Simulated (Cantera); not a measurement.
## Premixed flame

A freely propagating, adiabatic, planar premixed flame of CH₄ : H₂ : O₂ : N₂ = 1 : 0.13 : 1.59 : 3.97 (molar parts), unburnt at 625 K and 4.93 atm; multicomponent transport, grid criteria slope 0.08 and curve 0.16, no radiation.

Detailed kinetics in Cantera: GRI-Mech 3.0 (53 species, 325 reactions). Burning velocities carry a grid error of a few per cent, more on coarse grids.

```json
[
 {"z (mm)": "-0.198", "T (K)": "625", "u (m/s)": "1.42", "x CH₄": "0.149", "x H₂": "0.0209", "x O₂": "0.237", "x C₂H": "<1e-8", "x HO₂": "1.19e-7", "x C₂H₆": "4.23e-8"},
 {"z (mm)": "-0.132", "T (K)": "629", "u (m/s)": "1.43", "x CH₄": "0.149", "x H₂": "0.0240", "x O₂": "0.236", "x C₂H": "<1e-8", "x HO₂": "1.85e-6", "x C₂H₆": "1.08e-6"},
 {"z (mm)": "-0.0990", "T (K)": "641", "u (m/s)": "1.47", "x CH₄": "0.147", "x H₂": "0.0279", "x O₂": "0.235", "x C₂H": "<1e-8", "x HO₂": "9.67e-6", "x C₂H₆": "8.09e-6"},
 {"z (mm)": "-0.0660", "T (K)": "735", "u (m/s)": "1.70", "x CH₄": "0.140", "x H₂": "0.0363", "x O₂": "0.226", "x C₂H": "<1e-8", "x HO₂": "7.75e-5", "x C₂H₆": "0.000121"},
 {"z (mm)": "-0.0330", "T (K)": "1247", "u (m/s)": "2.96", "x CH₄": "0.0992", "x H₂": "0.0502", "x O₂": "0.178", "x C₂H": "<1e-8", "x HO₂": "0.000271", "x C₂H₆": "0.00147"},
 {"z (mm)": "-0.0165", "T (K)": "1724", "u (m/s)": "4.16", "x CH₄": "0.0558", "x H₂": "0.0577", "x O₂": "0.122", "x C₂H": "1.42e-7", "x HO₂": "0.000296", "x C₂H₆": "0.00161"},
 {"z (mm)": "0", "T (K)": "2158", "u (m/s)": "5.29", "x CH₄": "0.0164", "x H₂": "0.0609", "x O₂": "0.0612", "x C₂H": "3.73e-6", "x HO₂": "0.000121", "x C₂H₆": "0.000210"},
 {"z (mm)": "0.0165", "T (K)": "2383", "u (m/s)": "5.86", "x CH₄": "0.00240", "x H₂": "0.0578", "x O₂": "0.0240", "x C₂H": "6.84e-6", "x HO₂": "2.65e-5", "x C₂H₆": "4.33e-6"},
 {"z (mm)": "0.0330", "T (K)": "2459", "u (m/s)": "6.04", "x CH₄": "0.000263", "x H₂": "0.0546", "x O₂": "0.00954", "x C₂H": "2.12e-6", "x HO₂": "8.42e-6", "x C₂H₆": "6.27e-8"},
 {"z (mm)": "0.0660", "T (K)": "2506", "u (m/s)": "6.13", "x CH₄": "3.93e-6", "x H₂": "0.0534", "x O₂": "0.00307", "x C₂H": "5.51e-8", "x HO₂": "3.39e-6", "x C₂H₆": "<1e-8"},
 {"z (mm)": "0.132", "T (K)": "2550", "u (m/s)": "6.21", "x CH₄": "<1e-8", "x H₂": "0.0537", "x O₂": "0.00166", "x C₂H": "<1e-8", "x HO₂": "1.98e-6", "x C₂H₆": "<1e-8"},
 {"z (mm)": "0.264", "T (K)": "2590", "u (m/s)": "6.30", "x CH₄": "<1e-8", "x H₂": "0.0535", "x O₂": "0.00101", "x C₂H": "<1e-8", "x HO₂": "1.12e-6", "x C₂H₆": "<1e-8"},
 {"z (mm)": "0.528", "T (K)": "2617", "u (m/s)": "6.35", "x CH₄": "<1e-8", "x H₂": "0.0533", "x O₂": "0.000631", "x C₂H": "<1e-8", "x HO₂": "6.53e-7", "x C₂H₆": "<1e-8"}
]
```
x: mole fraction of selected species; z is measured from the peak of heat release.

```json
{
  "laminar_burning_velocity": "142 cm/s",
  "thermal_thickness": "0.0660 mm",
  "peak x(C₂H)": "7.31e-6",
  "peak x(HO₂)": "0.000307",
  "peak x(C₂H₆)": "0.00187",
  "grid_points": "154"
}
```
